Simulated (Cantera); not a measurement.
Feed: 1 mol CuO, 2.3 mol F2, 2 mol H2, equilibrated at 0.133 bar.

Method: chemical equilibrium by Gibbs-energy minimisation in Cantera with the NASA 1993 tables (ideal gas, pure condensed phases). Candidate condensed phases: Cu, CuF2, CuO, Cu(OH)2, Cu2O, H2O; 27 gas species. Mutual solubility and eutectic melting of coexisting phases are not modelled. The numbers say what is thermodynamically allowed, not how fast it happens.

x: gas mole fraction; n: condensed amount in mol.

```json
[
 {"T (K)": "1175", "x HF": "0.918", "x CuF": "0.00135", "x O2": "0.0747", "x CuF2": "0.00565", "x H2O": "0.000250", "x Cu": "?", "n CuF2(l)": "0.274", "n Cu2O(s)": "0.348", "n Cu2O(l)": "0"},
 {"T (K)": "1225", "x HF": "0.909", "x CuF": "0.00388", "x O2": "0.0743", "x CuF2": "0.0125", "x H2O": "0.000176", "x Cu": "?", "n CuF2(l)": "0.237", "n Cu2O(s)": "0.345", "n Cu2O(l)": "0"},
 {"T (K)": "1275", "x HF": "0.890", "x CuF": "0.0103", "x O2": "0.0736", "x CuF2": "0.0257", "x H2O": "0.000124", "x Cu": "?", "n CuF2(l)": "0.162", "n Cu2O(s)": "0.338", "n Cu2O(l)": "0"},
 {"T (K)": "1325", "x HF": "0.853", "x CuF": "0.0251", "x O2": "0.0724", "x CuF2": "0.0498", "x H2O": "8.65e-5", "x Cu": "?", "n CuF2(l)": "0.00789", "n Cu2O(s)": "0.320", "n Cu2O(l)": "0"},
 {"T (K)": "1375", "x HF": "0.843", "x CuF": "0.0393", "x O2": "0.0734", "x CuF2": "0.0437", "x H2O": "0.000138", "x Cu": "?", "n CuF2(l)": "0", "n Cu2O(s)": "0.303", "n Cu2O(l)": "0"},
 {"T (K)": "1425", "x HF": "0.834", "x CuF": "0.0565", "x O2": "0.0748", "x CuF2": "0.0346", "x H2O": "0.000239", "x Cu": "?", "n CuF2(l)": "0", "n Cu2O(s)": "0.282", "n Cu2O(l)": "0"},
 {"T (K)": "1475", "x HF": "0.824", "x CuF": "0.0747", "x O2": "0.0762", "x CuF2": "0.0249", "x H2O": "0.000442", "x Cu": "?", "n CuF2(l)": "0", "n Cu2O(s)": "0.258", "n Cu2O(l)": "0"},
 {"T (K)": "1525", "x HF": "0.814", "x CuF": "0.0912", "x O2": "0.0775", "x CuF2": "0.0164", "x H2O": "0.000860", "x Cu": "?", "n CuF2(l)": "0", "n Cu2O(s)": "0", "n Cu2O(l)": "0.236"},
 {"T (K)": "1575", "x HF": "0.806", "x CuF": "0.103", "x O2": "0.0783", "x CuF2": "0.0106", "x H2O": "0.00158", "x Cu": "?", "n CuF2(l)": "0", "n Cu2O(s)": "0", "n Cu2O(l)": "0.218"},
 {"T (K)": "1625", "x HF": "0.798", "x CuF": "0.113", "x O2": "0.0788", "x CuF2": "0.00663", "x H2O": "0.00292", "x Cu": "?", "n CuF2(l)": "0", "n Cu2O(s)": "0", "n Cu2O(l)": "0.201"},
 {"T (K)": "1675", "x HF": "0.789", "x CuF": "0.122", "x O2": "0.0790", "x CuF2": "0.00420", "x H2O": "0.00528", "x Cu": "?", "n CuF2(l)": "0", "n Cu2O(s)": "0", "n Cu2O(l)": "0.183"},
 {"T (K)": "1725", "x HF": "0.776", "x CuF": "0.132", "x O2": "0.0789", "x CuF2": "0.00276", "x H2O": "0.00899", "x Cu": "?", "n CuF2(l)": "0", "n Cu2O(s)": "0", "n Cu2O(l)": "0.159"},
 {"T (K)": "1775", "x HF": "0.759", "x CuF": "0.143", "x O2": "0.0787", "x CuF2": "0.00191", "x H2O": "0.0143", "x Cu": "?", "n CuF2(l)": "0", "n Cu2O(s)": "0", "n Cu2O(l)": "0.126"},
 {"T (K)": "1825", "x HF": "0.737", "x CuF": "0.157", "x O2": "0.0785", "x CuF2": "0.00138", "x H2O": "0.0211", "x Cu": "?", "n CuF2(l)": "0", "n Cu2O(s)": "0", "n Cu2O(l)": "0.0833"}
]
```

Fill in the missing entries.


- 1175, x Cu: 2.05e-9
- 1225, x Cu: 1.16e-8
- 1275, x Cu: 5.75e-8
- 1325, x Cu: 2.51e-7
- 1375, x Cu: 9.78e-7
- 1425, x Cu: 3.45e-6
- 1475, x Cu: 1.11e-5
- 1525, x Cu: 3.27e-5
- 1575, x Cu: 8.37e-5
- 1625, x Cu: 0.000202
- 1675, x Cu: 0.000462
- 1725, x Cu: 0.00101
- 1775, x Cu: 0.00209
- 1825, x Cu: 0.00418
